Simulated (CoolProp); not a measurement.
Saturation properties of n-hexane (Tc = 234.7 °C, pc = 3.044 MPa, ω = 0.300).

Model: reference Helmholtz-energy equation of state, Thol 2019, in CoolProp.

| T (°C) | p (MPa) | liquid cp (kJ/(kg K)) | vapour Z |
|---|---|---|---|
| 6.75 | 0.008580 | 2.200 | 0.9918 |
| 21.75 | 0.01748 | 2.259 | 0.9861 |
| 36.75 | 0.03282 | 2.323 | 0.9780 |
| 51.75 | 0.05755 | 2.391 | 0.9672 |
| 66.75 | 0.09522 | 2.462 | 0.9532 |
| 81.75 | 0.1500 | 2.537 | 0.9359 |
| 96.85 | 0.2270 | 2.617 | 0.9146 |
| 111.85 | 0.3305 | 2.701 | 0.8895 |
| 126.85 | 0.4663 | 2.792 | 0.8600 |
| 141.85 | 0.6404 | 2.893 | 0.8257 |
| 156.85 | 0.8592 | 3.010 | 0.7858 |
| 171.85 | 1.130 | 3.153 | 0.7393 |

It boils at 68.7 °C under 1 atm.
